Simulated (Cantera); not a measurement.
## Adiabatic ignition

An adiabatic, constant-pressure homogeneous reactor starts with 6.78 % CH4, 19.4 % O2, 72.5 % N2, 1.36 % CO2, equivalence ratio 0.70, at 1448 K and 101000 Pa.

Model: GRI-Mech 3.0 (53 species, 325 reactions), integrated in Cantera.

```json
[
 {"t (s)": "7.00e-6", "T (K)": "1448", "x CH4": "0.0678", "x O2": "0.194", "x HCN": "<1e-12", "x CH3": "3.29e-7", "x N2O": "<1e-12", "x CH2CO": "<1e-12"},
 {"t (s)": "1.46e-5", "T (K)": "1448", "x CH4": "0.0677", "x O2": "0.194", "x HCN": "<1e-12", "x CH3": "7.24e-7", "x N2O": "<1e-12", "x CH2CO": "<1e-12"},
 {"t (s)": "3.05e-5", "T (K)": "1448", "x CH4": "0.0677", "x O2": "0.194", "x HCN": "<1e-12", "x CH3": "1.64e-6", "x N2O": "3.37e-12", "x CH2CO": "<1e-12"},
 {"t (s)": "6.37e-5", "T (K)": "1448", "x CH4": "0.0677", "x O2": "0.194", "x HCN": "<1e-12", "x CH3": "4.00e-6", "x N2O": "1.32e-11", "x CH2CO": "<1e-12"},
 {"t (s)": "0.000133", "T (K)": "1448", "x CH4": "0.0677", "x O2": "0.194", "x HCN": "<1e-12", "x CH3": "1.11e-5", "x N2O": "5.02e-11", "x CH2CO": "<1e-12"},
 {"t (s)": "0.000277", "T (K)": "1448", "x CH4": "0.0677", "x O2": "0.194", "x HCN": "<1e-12", "x CH3": "3.62e-5", "x N2O": "1.72e-10", "x CH2CO": "7.82e-11"},
 {"t (s)": "0.000579", "T (K)": "1449", "x CH4": "0.0674", "x O2": "0.194", "x HCN": "<1e-12", "x CH3": "0.000109", "x N2O": "5.37e-10", "x CH2CO": "1.24e-8"},
 {"t (s)": "0.00121", "T (K)": "1459", "x CH4": "0.0651", "x O2": "0.192", "x HCN": "<1e-12", "x CH3": "0.000269", "x N2O": "2.84e-9", "x CH2CO": "1.72e-6"},
 {"t (s)": "0.00252", "T (K)": "2567", "x CH4": "<1e-12", "x O2": "0.0604", "x HCN": "1.70e-11", "x CH3": "<1e-12", "x N2O": "5.75e-7", "x CH2CO": "<1e-12"},
 {"t (s)": "0.00527", "T (K)": "2565", "x CH4": "<1e-12", "x O2": "0.0586", "x HCN": "2.92e-11", "x CH3": "<1e-12", "x N2O": "5.90e-7", "x CH2CO": "<1e-12"},
 {"t (s)": "0.0110", "T (K)": "2560", "x CH4": "<1e-12", "x O2": "0.0565", "x HCN": "4.26e-11", "x CH3": "<1e-12", "x N2O": "6.19e-7", "x CH2CO": "<1e-12"},
 {"t (s)": "0.0230", "T (K)": "2556", "x CH4": "<1e-12", "x O2": "0.0552", "x HCN": "5.01e-11", "x CH3": "<1e-12", "x N2O": "6.47e-7", "x CH2CO": "<1e-12"},
 {"t (s)": "0.0479", "T (K)": "2556", "x CH4": "<1e-12", "x O2": "0.0550", "x HCN": "5.13e-11", "x CH3": "<1e-12", "x N2O": "6.52e-7", "x CH2CO": "<1e-12"},
 {"t (s)": "0.100", "T (K)": "2556", "x CH4": "<1e-12", "x O2": "0.0550", "x HCN": "5.13e-11", "x CH3": "<1e-12", "x N2O": "6.52e-7", "x CH2CO": "<1e-12"}
]
```
x: mole fraction; the columns are a selection and need not sum to one.

The time of steepest temperature rise comes out as 1.76 ms, the temperature at 0.100 s is 2556 K and the equilibrium temperature comes out as 2556 K. The x(CH4) at 0.100 s is <1e-12 (gas-phase equilibrium <1e-12), the x(O2) at 0.100 s is 0.0550 (gas-phase equilibrium 0.0550) and the x(HCN) at 0.100 s is 5.13e-11 (gas-phase equilibrium 5.13e-11).
